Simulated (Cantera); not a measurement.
Feed: 1 mol Si3N4, 0.083 mol O2, 2.3 mol H2, at 727 °C and 1 atm.

Equilibrium computed with Cantera from the NASA thermochemical tables; the gas is ideal and each condensed phase is pure. Candidate condensed phases: H2O, Si, SiO2, Si2N2O, Si3N4; 35 gas species. The numbers say what is thermodynamically allowed, not how fast it happens.

Base state: H2 0.976, N2 0.0235, NH3 8.72e-5 (mole fractions); condensed: Si2N2O(s) + Si3N4(s).

What changes in the equilibrium state with this change: temperature from 727 °C to 1752 °C?


```json
[
 {"species": "H2", "before": "0.976", "after": "0.766"},
 {"species": "N2", "before": "0.0235", "after": "0.224"},
 {"species": "SiO", "before": "<1e-9", "after": "0.00748"},
 {"species": "H", "before": "2.23e-9", "after": "0.00167"},
 {"species": "SiH2", "before": "<1e-9", "after": "9.36e-5"},
 {"species": "Si", "before": "<1e-9", "after": "5.75e-5"},
 {"species": "SiH", "before": "<1e-9", "after": "3.24e-5"},
 {"species": "NH3", "before": "8.72e-5", "after": "6.21e-6"},
 {"species": "Si2N2O(s), mol", "before": "0.166", "after": "0.144"},
 {"species": "Si3N4(s), mol", "before": "0.889", "after": "0.592"},
 {"species": "Si(l), mol", "before": "0", "after": "0.914"}
]
```
Mutual solubility and eutectic melting of coexisting phases are not modelled. Gases not in the tables: Si2H6 and higher silanes.

What changes in the equilibrium state with this change: 0.093 mol NH3 added?


| species | before | after |
|---|---|---|
| H2 | 0.976 | 0.960 |
| N2 | 0.0235 | 0.0400 |
| NH3 | 8.72e-5 | 0.000111 |
| Si2N2O(s), mol | 0.166 | 0.166 |
| Si3N4(s), mol | 0.889 | 0.889 |

What changes in the equilibrium state with this change: 0.54 mol HCl added?


| species | before | after |
|---|---|---|
| H2 | 0.976 | 0.805 |
| HCl | 0 | 0.168 |
| N2 | 0.0235 | 0.0223 |
| SiCl4 | 0 | 0.00465 |
| SiHCl3 | 0 | 0.000157 |
| NH3 | 8.72e-5 | 6.37e-5 |
| Si2N2O(s), mol | 0.166 | 0.166 |
| Si3N4(s), mol | 0.889 | 0.885 |
Further candidate phases: NH4Cl.
